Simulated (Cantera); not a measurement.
What does this Cantera script print?

```python
import numpy as np
import cantera as ct

gas_names = """
    H H2 H2S Ni NiS S SH S2 S8
""".split()
cond_names = """
    Ni(cr) Ni(L) NiS(b) NiS(a) NiS(L) NiS2(s) NiS2(L) Ni3S2(I) Ni3S2(II) Ni3S2(L) Ni3S4(s) S(cr1) S(cr2)
    S(L)
""".split()


def load(file, names, dense=False):
    # The tables refer to 1 bar. Condensed volumes are neglected.
    table = {s.name: s for s in ct.Species.list_from_file(file)}
    out = []
    for n in names:
        d = dict(table[n].input_data)
        d["thermo"] = dict(d["thermo"], **{"reference-pressure": 1e5})
        if dense:
            d["equation-of-state"] = {"model": "constant-volume", "density": "1e6 g/cm^3"}
        out.append(ct.Species.from_dict(d))
    return out


gas = ct.Solution(thermo="ideal-gas", species=load("nasa_gas.yaml", gas_names))
cond = {s.name: ct.Solution(thermo="fixed-stoichiometry", species=[s], name=s.name)
        for s in load("nasa_condensed.yaml", cond_names, dense=True)}
atoms = {
    'NiS': {'Ni': 1, 'S': 1},
    'H2': {'H': 2},
}
top_T = {'Ni3S4(s)': 620}  # K; cautious upper limits of use, not melting points


def equilibrate(T, P, feed):
    n = {}
    for name, mol in feed.items():
        for a, k in atoms[name].items():
            n[a] = n.get(a, 0.0) + k * mol
    gas.TPX = T, P, n
    mass = sum(n.values()) * gas.mean_molecular_weight
    gas.equilibrate("TP")
    valid = [c for c in cond.values() if c.min_temp <= T <= top_T.get(c.name, c.max_temp)]
    mix = ct.Mixture([(gas, mass / gas.mean_molecular_weight)] + [(c, 0.0) for c in valid])
    mix.T, mix.P = T, P
    mix.equilibrate("TP", solver="vcs", rtol=1e-11, max_steps=5000)
    return mix


results = []
feed = {'NiS': 1, 'H2': 750}  # mol
T = 1573.15  # K
for P in [10, 36, 130, 460, 1700, 6000, 22000, 77000, 280000, 1000000]:
    mix = equilibrate(T, P, feed)
    results.append((T, P, feed, dict(zip(mix.species_names, mix.species_moles))))

top = {s: max(r[3][s] / sum(r[3][g] for g in gas_names) for r in results) for s in gas_names}
cols = sorted((s for s in top if top[s] > 0.0001), key=lambda s: -top[s])[:7]
seen = [c for c in cond_names if any(r[3].get(c, 0) > 1e-12 for r in results)]
print("log10 of partial pressures in bar; condensed amounts in mol")
print(f"{'P/Pa':>10s}" + "".join(f"{s[:9]:>10s}" for s in cols + seen))
for T, P, feed, n in results:
    ng = sum(n[g] for g in gas_names)
    print(f"{P:10.4g}" + "".join(f"{np.log10(max(n[s] / ng * P / 1e5, 1e-99)):10.3f}" for s in cols)
          + "".join(f"{n.get(c, 0):10.4g}" for c in seen))
```

Output:

```
log10 of partial pressures in bar; condensed amounts in mol
      P/Pa        H2         H       H2S        Ni        SH        S2         S    Ni(cr)
        10    -4.003    -6.392    -7.411    -6.885    -7.493    -7.642    -7.860         0
        36    -3.445    -6.113    -6.641    -6.608    -7.002    -7.218    -7.648    0.4696
       130    -2.887    -5.834    -5.930    -6.608    -6.570    -6.912    -7.495    0.8515
       460    -2.338    -5.559    -5.293    -6.608    -6.208    -6.737    -7.407    0.9576
      1700    -1.770    -5.275    -4.681    -6.608    -5.880    -6.649    -7.363    0.9885
      6000    -1.223    -5.001    -4.114    -6.608    -5.587    -6.611    -7.344    0.9967
   2.2e+04    -0.658    -4.719    -3.541    -6.608    -5.296    -6.593    -7.335    0.9991
   7.7e+04    -0.114    -4.447    -2.993    -6.608    -5.020    -6.585    -7.331    0.9997
   2.8e+05     0.447    -4.167    -2.430    -6.608    -4.737    -6.580    -7.329    0.9999
     1e+06     0.999    -3.890    -1.876    -6.608    -4.460    -6.578    -7.328         1
```

Cantera equilibrium calculation (NASA polynomials, part measured and part estimated; ideal gas, pure solids and liquids).
